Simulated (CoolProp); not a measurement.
R245fa along the isotherm -9.85 °C: fugacity coefficient from the reference equation and from simpler models built on Tc = 153.9 °C, pc = 3.651 MPa, ω = 0.378; each cubic takes its own stable root.

The numbers come from the reference Helmholtz-energy equation of state, Akasaka 2015 in CoolProp.

| p (MPa) | phase | reference | Redlich-Kwong | Soave-Redlich-Kwong | Peng-Robinson |
|---|---|---|---|---|---|
| 0.166 | liquid | 0.1981 | 0.5776 | 0.1984 | 0.2030 |
| 0.332 | liquid | 0.09974 | 0.2912 | 0.09998 | 0.1022 |
| 0.498 | liquid | 0.06697 | 0.1957 | 0.06718 | 0.06861 |
| 0.664 | liquid | 0.05059 | 0.1480 | 0.05078 | 0.05181 |
| 0.83 | liquid | 0.04076 | 0.1194 | 0.04094 | 0.04174 |
| 0.996 | liquid | 0.03421 | 0.1003 | 0.03439 | 0.03502 |
| 1.16 | liquid | 0.02958 | 0.08683 | 0.02975 | 0.03028 |
| 1.33 | liquid | ___ | 0.07637 | 0.02616 | 0.02660 |
| 1.49 | liquid | 0.02335 | ___ | 0.02353 | 0.02390 |
| 1.66 | liquid | ___ | 0.06219 | 0.02129 | 0.02161 |
| 1.83 | liquid | 0.01929 | 0.05689 | 0.01947 | 0.01974 |

Q: Fill in the missing entries.

A: 
- 1.33, reference: 0.02599
- 1.49, Redlich-Kwong: 0.06871
- 1.66, reference: 0.02112
